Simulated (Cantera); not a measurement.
An adiabatic, constant-pressure homogeneous reactor starts with 34.6 % CO, 14.5 % H2, 10.7 % O2, 40.2 % N2, at 1675 K and 5.20 bar.

Cantera simulation using GRI-Mech 3.0 (53 species, 325 reactions); the numbers are that mechanism's predictions, not measurements. The hydrogen kinetics of GRI-Mech 3.0 are dated; newer H2 mechanisms differ, most at raised pressure.

One state of this run: T (K) = 2966; x CO = 0.276; x H2 = 0.0392; x O2 = 0.00240; x H = 0.0124; x N2O = 3.53e-7; x NO2 = 5.28e-7; x OH = 0.0111. x: mole fraction; the columns are a selection and need not sum to one.

### Question
Which value of t (s) does it belong to?
(A) 7.00
(B) 5.00e-6
(C) 1.49e-5
(D) 4.41e-5

### Answer
A, 7.00
